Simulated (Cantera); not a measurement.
Feed: 1 mol Si2Cl6, 52 mol N2, 11 mol H2, at 1552 °C and 70.0 mbar.

Cantera equilibrium calculation (NASA polynomials, part measured and part estimated; ideal gas, pure solids and liquids). Candidate condensed phases: NH4Cl, Si, Si3N4; 28 gas species. The feed counts by its element totals alone. The tables' values for SiCl3, SiCl are old estimates; treat these amounts as uncertain. Rates play no part.

Base state: N2 0.786, H2 0.142, HCl 0.0499, SiCl2 0.0202, H 0.000628, SiCl3 0.000320, Cl 0.000168, SiCl 6.55e-5 (mole fractions); condensed: Si3N4(s).

### Question
What changes in the equilibrium state with this change: H2 from 11 to 0.48 mol?

### Answer
| species | before | after |
|---|---|---|
| N2 | 0.786 | 0.943 |
| SiCl2 | 0.0202 | 0.0246 |
| HCl | 0.0499 | 0.0173 |
| H2 | 0.142 | 4.22e-5 |
| SiCl4 | 7.80e-6 | 0.00386 |
| Si | 2.50e-5 | 7.52e-8 |
| H | 0.000628 | 1.08e-5 |
| SiCl3 | 0.000320 | 0.00784 |
| Cl | 0.000168 | 0.00338 |
| Si3N4(s), mol | 0.217 | 0 |
The tables' values for SiCl3 are old estimates; treat these amounts as uncertain.

### Question
What changes in the equilibrium state with this change: H2 from 11 to 26 mol?

### Answer
```tsv
species	before	after
N2	0.786	0.639
H2	0.142	0.298
HCl	0.0499	0.0510
SiCl2	0.0202	0.0116
SiCl3	0.000320	0.000129
H	0.000628	0.000908
Cl	0.000168	0.000119
SiCl	6.55e-5	5.32e-5
Si	2.50e-5	2.88e-5
Si3N4(s), mol	0.217	0.351
```

### Question
What changes in the equilibrium state with this change: temperature from 1552 °C to 1077 °C?

### Answer
```
species          before     after
-------------  --------  --------
N2                0.786     0.784
H2                0.142     0.125
HCl              0.0499    0.0911
SiCl2            0.0202  0.000190
SiCl4           7.80e-6  0.000236
SiCl            6.55e-5     <1e-9
Si              2.50e-5     <1e-9
H              0.000628   3.18e-6
Cl             0.000168   1.94e-6
SiCl3          0.000320   9.49e-5
Si3N4(s), mol     0.217     0.655
```
N2 is the only nitrogen source here; it is nearly inert below about 1500 K, so the nitride shown seldom forms there in practice. The tables' values for SiCl3 are old estimates; treat these amounts as uncertain.
